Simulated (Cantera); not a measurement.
Input: 1 mol Si, 0.016 mol H2O, 98 mol N2, equilibrated at 1798.15 K and 0.165 Torr.

Equilibrium computed with Cantera from the NASA thermochemical tables; the gas is ideal and each condensed phase is pure. Candidate condensed phases: H2O, Si, SiO2, Si2N2O, Si3N4; 35 gas species. The tables' values for SiN are old estimates; treat these amounts as uncertain. Kinetics and transport are ignored.

Base state: N2 0.990, Si 0.00964, H 0.000192, SiO 0.000162, Si2N 7.00e-5, H2 6.51e-5, SiN 6.33e-5, Si2 3.97e-5 (mole fractions); condensed: gas only.

Problem. What changes in the equilibrium state with this change: pressure from 0.165 Torr to 750 Torr?

Solution. 
| species | before | after |
|---|---|---|
| N2 | 0.990 | 1.000 |
| H2 | 6.51e-5 | 0.000162 |
| SiO | 0.000162 | 6.51e-5 |
| Si | 0.00964 | 1.29e-7 |
| H | 0.000192 | 4.49e-6 |
| Si2 | 3.97e-5 | <1e-9 |
| Si2N | 7.00e-5 | 3.87e-9 |
| SiN | 6.33e-5 | 5.75e-8 |
| Si2N2O(s), mol | 0 | 0.00966 |
| Si3N4(s), mol | 0 | 0.325 |
Mutual solubility and eutectic melting of coexisting phases are not modelled.

Problem. What changes in the equilibrium state with this change: temperature from 1798.15 K to 1623.15 K?

Solution. 
| species | before | after |
|---|---|---|
| N2 | 0.990 | 0.999 |
| Si | 0.00964 | 0.000713 |
| SiO | 0.000162 | 0.000163 |
| H | 0.000192 | 5.44e-5 |
| Si2 | 3.97e-5 | 2.05e-6 |
| SiN | 6.33e-5 | 8.36e-6 |
| Si2N | 7.00e-5 | 1.44e-5 |
| H2 | 6.51e-5 | 0.000136 |
| Si(s), mol | 0 | 0.910 |
